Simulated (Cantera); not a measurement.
NO annealing gas

A perfectly stirred reactor is fed with NO : N₂ = 1 : 20 (molar parts), at 760 Torr; it is held at 1675 K, and followed from long to short residence time.

Computed with Cantera and GRI-Mech 3.0 (53 species, 325 reactions).

```csv
τ (s),x NO,x O₂,x NO₂,x N₂,x N₂O,x O
18,0.0424,0.00260,1.68e-5,0.955,7.20e-7,1.88e-6
6.4,0.0456,0.00102,1.25e-5,0.953,8.23e-7,1.30e-6
2.3,0.0469,0.000374,9.55e-6,0.953,8.65e-7,9.76e-7
0.84,0.0473,0.000135,8.03e-6,0.953,8.77e-7,8.16e-7
0.30,0.0475,4.57e-5,7.19e-6,0.952,8.73e-7,7.31e-7
0.11,0.0476,1.44e-5,6.41e-6,0.952,8.48e-7,6.55e-7
0.040,0.0476,3.43e-6,5.05e-6,0.952,7.82e-7,5.25e-7
0.014,0.0476,4.11e-7,2.80e-6,0.952,6.36e-7,3.05e-7
0.0052,0.0476,2.96e-8,1.05e-6,0.952,4.29e-7,1.31e-7
0.0019,0.0476,2.19e-9,3.24e-7,0.952,2.26e-7,5.43e-8
```
x: mole fraction; the columns are a selection and need not sum to one.
